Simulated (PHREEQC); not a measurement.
Solution (25 °C): 0.22 mol HF, 0.023 mol NaF, 0.00047 mol (NH4)2SiF6 and 0.00075 mol H2SO4 per kg of water. Closed to the air; pH follows from the charge balance.

Model: ion-association model, phreeqc.dat, run in PHREEQC.

Each row changes one thing in this solution. No solid was allowed to form.

```tsv
case	pH	ionic strength (mol/kgw)	HF (mol/kgw)	F- (mol/kgw)	HF2- (mol/kgw)	NaF (mol/kgw)
as made	2.06	0.0348	0.197	0.0181	0.0137	0.000166
temperature from 25 to 15 °C	2.01	0.0359	0.197	0.0194	0.0134	0.000178
(NH4)2SiF6 left out	2.06	0.0334	0.198	0.0180	0.0137	0.000167
HF from 0.22 to 0.44 mol/kgw	1.73	0.0464	0.393	0.0174	0.0262	0.000153
diluted 5-fold with water	2.41	0.00921	0.0389	0.00743	0.00111	1.60e-5
NaF from 0.023 to 0.0207 mol/kgw	2.03	0.0331	0.198	0.0171	0.0129	0.000142
H2SO4 left out	2.07	0.0340	0.196	0.0186	0.0140	0.000171
```

Complexes and solids missing from the database can't appear. SiF6-2 is the database's only silicon fluoride.
